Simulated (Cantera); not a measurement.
Input (Python, Cantera):

```python
import numpy as np
import cantera as ct

gas = ct.Solution("gri30.yaml")
gas.TPX = 475, 59000, {'CH4': 1, 'H2': 0.082, 'O2': 1.46, 'N2': 7.9}
inlet = ct.Reservoir(gas, clone=True)
gas.equilibrate("HP")  # start burning
reactor = ct.IdealGasConstPressureReactor(gas, energy="on", clone=False)
exhaust = ct.Reservoir(gas, clone=True)
tau = [0.3, 0.096, 0.031, 0.0097, 0.0031, 0.00099, 0.00031, 0.0001, 3.2e-05, 1e-05][0]
for a, b in ((inlet, reactor), (reactor, exhaust)):
    ct.MassFlowController(a, b, mdot=lambda t: reactor.mass / tau)
net = ct.ReactorNet([reactor])
show = ['CH4', 'H2', 'O2', 'OH', 'H', 'CH3']

rows = []
print(f"{'tau/s':>10s}{'T/K':>9s}" + "".join(f"{s:>11s}" for s in show))
for tau in [0.3, 0.096, 0.031, 0.0097, 0.0031, 0.00099, 0.00031, 0.0001, 3.2e-05, 1e-05]:
    net.initial_time = 0.0
    net.advance(30 * tau)
    before = gas.X
    net.advance(40 * tau)
    drift = np.max(np.abs(gas.X - before) / (gas.X + 1e-9))
    rows.append([gas.T, *gas[show].X, drift])
    print(f"{tau:10.3e}{gas.T:9.1f}" + "".join(f"{x:11.3e}" for x in gas[show].X))
```

Result:

```
     tau/s      T/K        CH4         H2         O2         OH          H        CH3
 3.000e-01   1809.2  1.070e-03  4.782e-02  2.592e-04  5.471e-05  2.772e-04  1.175e-04
 9.600e-02   1805.8  1.297e-03  4.656e-02  5.543e-04  8.129e-05  4.001e-04  2.021e-04
 3.100e-02   1797.6  1.471e-03  4.563e-02  1.122e-03  1.245e-04  6.036e-04  3.256e-04
 9.700e-03   1780.1  1.768e-03  4.471e-02  2.351e-03  1.881e-04  9.062e-04  5.180e-04
 3.100e-03   1737.7  2.767e-03  4.316e-02  5.727e-03  2.403e-04  1.153e-03  8.494e-04
 9.900e-04    475.0  9.577e-02  7.853e-03  1.398e-01 -1.085e-26 -2.899e-25 -6.302e-20
 3.100e-04    475.0  9.577e-02  7.853e-03  1.398e-01  1.120e-29  6.976e-26  1.863e-23
 1.000e-04    475.0  9.577e-02  7.853e-03  1.398e-01  8.986e-30  6.856e-26  1.801e-23
 3.200e-05    475.0  9.577e-02  7.853e-03  1.398e-01  6.480e-30  6.500e-26  6.525e-24
 1.000e-05    475.0  9.577e-02  7.853e-03  1.398e-01  3.625e-30  5.585e-26  2.096e-24
```

Model: GRI-Mech 3.0 (53 species, 325 reactions), integrated in Cantera.
